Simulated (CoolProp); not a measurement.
Vapour-liquid equilibrium of R143a (1) + R236FA (2) at 0.0111 MPa; x and y are mole fractions of (1).

Model: multi-fluid Helmholtz-energy mixture model, Lemmon and Jacobsen 2000 and Pan 2012; pair parameters Bell 2016, in CoolProp.

Give the bubble temperature and the first vapour's composition at x = 0.05, 0.2, 0.425. Is there an azeotrope?

x = 0.05: 222.9 K, y = 0.347; x = 0.2: 210.8 K, y = 0.772; x = 0.425: 200.4 K, y = 0.931. No azeotrope shows between x = 0.05 and 0.95.

The pair parameters rest on a limited set of measurements; away from them the model extrapolates.
